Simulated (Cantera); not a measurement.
Input: 1 mol CCl₄, a varied amount of H₂, equilibrated at 3500 K and 8.00 Pa.

Method: chemical equilibrium by Gibbs-energy minimisation in Cantera with the NASA 1993 tables (ideal gas, pure condensed phases). Candidate condensed phases: C, C₆H₆, C₇H₈, C₈H₁₈; 91 gas species. Kinetics and transport are ignored.

### Question
At 2.4 mol H₂, list the 6 most abundant gas species with their mole fractions, and the condensed phases.

### Answer
H 0.490, Cl 0.408, C 0.101, C₂ 0.000306, HCl 6.92e-5, H₂ 5.50e-5. Condensed: gas only.
